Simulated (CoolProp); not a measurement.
Vapour-liquid equilibrium of ethylene (1) + isobutane (2) at -83.55 °C; x and y are mole fractions of (1).

The numbers come from the multi-fluid Helmholtz-energy mixture model, Smukala 2000 and Bücker 2006; pair parameters Bell 2016 in CoolProp.

```csv
x,"bubble pressure, mixture model (MPa)","bubble pressure, Raoult's law (MPa)","y, mixture model","y, Raoult's law"
0.05,0.01334,0.01612,0.877,0.899
0.15,[?],0.04496,0.961,0.968
0.25,0.06428,0.07379,0.979,0.983
0.35,[?],0.1026,[?],0.989
0.45,0.1215,0.1315,0.992,0.993
0.55,0.1517,0.1603,0.995,0.995
0.65,0.1824,0.1891,0.996,0.997
0.75,0.2132,0.2180,0.998,0.998
0.85,0.2439,0.2468,0.999,0.999
0.95,0.2745,0.2756,1.000,1.000
```

Question: Complete the blanks.

Answer: 
- 0.15, bubble pressure, mixture model (MPa): 0.03794
- 0.35, bubble pressure, mixture model (MPa): 0.09223
- 0.35, y, mixture model: 0.987

The largest gap from Raoult's law is -17.2 % in bubble pressure, at x = 0.05. No azeotrope shows between x = 0.05 and 0.95.

Pair parameters are fitted to limited data, so mixtures are less certain than the pure fluids.
